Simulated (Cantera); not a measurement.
Input: 1 mol SiH4, 0.18 mol NH3, equilibrated at 1948 K and 0.150 bar.

These are equilibrium values from Cantera (NASA tables, ideal gas, pure condensed phases), not measurements of a reactor. Candidate condensed phases: Si, Si3N4; 18 gas species. Gases not in the tables: Si2H6 and higher silanes. Rates play no part.

Base state: H2 0.959, N2 0.0381, H 0.00286, Si 0.000155, SiH2 7.51e-5, SiH 4.51e-5 (mole fractions); condensed: Si(l).

**Question.** What changes in the equilibrium state with this change: pressure from 0.150 bar to 6.80e-5 bar?

**Answer.** 
| species | before | after |
|---|---|---|
| H2 | 0.959 | 0.589 |
| Si | 0.000155 | 0.276 |
| H | 0.00286 | 0.105 |
| N2 | 0.0381 | 0.0254 |
| Si2 | 1.41e-6 | 0.00203 |
| Si3 | 3.11e-7 | 0.000362 |
| SiN | 3.46e-6 | 0.000107 |
| SiH | 4.51e-5 | 0.00134 |
| Si2N | 4.77e-6 | 0.000120 |
| Si(l), mol | 0.999 | 0 |
The tables' values for SiN are old estimates; treat these amounts as uncertain.
